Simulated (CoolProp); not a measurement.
Vapour pressure (kPa) of hexamethyldisiloxane (MM): the reference equation beside estimates from Tc = 245.6 °C, pc = 1931 kPa, ω = 0.418. Clausius-Clapeyron is anchored at 70.85 °C with a constant enthalpy of vaporisation of 33.71 kJ/mol.

Values from CoolProp's reference Helmholtz-energy equation of state, Thol 2016.

```
T (°C)  reference  Lee-Kesler  Clausius-Clapeyron  van der Waals  Redlich-Kwong  Soave-Redlich-Kwong  Peng-Robinson
------  ---------  ----------  ------------------  -------------  -------------  -------------------  -------------
45.35       14.43       14.21               15.22          191.5          50.21                14.29          14.73
53.85       20.55       20.31               21.18          221.9          65.26                20.38          20.86
62.35       28.63       28.38               29.00          255.4          83.47                28.43          28.93
70.85       39.10       38.86               39.10          292.2          105.2                38.88          39.35
79.35       52.41       52.24               51.95          332.3          130.9                52.23          52.61
87.75       68.86       68.82               67.90          375.3          160.4                68.77          69.00
96.25       89.39       89.56               87.93          422.4          195.0                89.49          89.47
104.75      114.4       114.9               112.6          473.2          234.5                114.8          114.5
113.25      144.5       145.4               142.5          527.8          279.5                145.5          144.6
121.75      180.5       181.8               178.6          586.3          330.3                182.1          180.7
130.25      222.8       224.8               221.8          648.8          387.1                225.5          223.3
138.75      272.4       275.0               272.9          715.3          450.5                276.4          273.3
147.25      330.0       333.4               333.0          786.1          520.6                335.6          331.6
155.65      395.6       399.7               402.3          860.1          597.0                403.2          398.1
164.15      471.5       476.5               483.4          939.4          681.8                481.6          475.3
```

Absolute difference from the reference over all 15 rows, mean and median: Lee-Kesler 0.8 and 0.9 %, Clausius-Clapeyron 1.6 and 1.4 %, van der Waals 434.0 and 313.6 %, Redlich-Kwong 120.1 and 105.0 %, Soave-Redlich-Kwong 0.9 and 0.8 %, Peng-Robinson 0.6 and 0.4 %.
